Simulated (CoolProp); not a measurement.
Values from CoolProp's reference Helmholtz-energy equation of state, Span 2000.

For nitrogen, give the phase and the speed of sound (m/s), conductivity (mW/(m K)) at 977.5 K and 0.03 MPa.


- 977.5 K and 0.03 MPa: gas; speed of sound 624, conductivity 64.3

Thermal conductivity comes from a separate model (Lemmon 2004).
